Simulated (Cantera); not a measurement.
A Cantera script and its output.

```python
import numpy as np
import cantera as ct

gas = ct.Solution("gri30.yaml")


def delay(T, t_max=10):
    gas.TPX = T, 270000, {'CH4': 1, 'H2': 0.47, 'O2': 5.45, 'N2': 20.5}
    reactor = ct.IdealGasConstPressureReactor(gas, clone=False)
    net = ct.ReactorNet([reactor])
    net.rtol, net.atol = 1e-8, 1e-16
    while net.time < t_max:
        t_old, T_old = net.time, reactor.T
        net.step()
        if reactor.T > T + 400:  # ignition: a rise of 400 K
            return t_old + (T + 400 - T_old) / (reactor.T - T_old) * (net.time - t_old)
    return np.nan


taus = []
for T in [873, 973, 1073, 1173, 1273, 1373, 1473, 1573]:
    taus.append(delay(T))
    print(f"T0 = {T:6g} K   tau = {taus[-1]:.4e} s")
```

It prints:

```
T0 =    873 K   tau = 1.2677e+00 s
T0 =    973 K   tau = 4.7917e-02 s
T0 =   1073 K   tau = 3.8540e-03 s
T0 =   1173 K   tau = 1.0963e-03 s
T0 =   1273 K   tau = 4.4792e-04 s
T0 =   1373 K   tau = 2.0924e-04 s
T0 =   1473 K   tau = 1.0794e-04 s
T0 =   1573 K   tau = 6.0709e-05 s
```

Computed with Cantera and GRI-Mech 3.0 (53 species, 325 reactions). Below about 1000 K GRI-Mech 3.0 lacks low-temperature oxidation paths. Below about 950 K walls govern HO2 and H2O2 in real vessels.
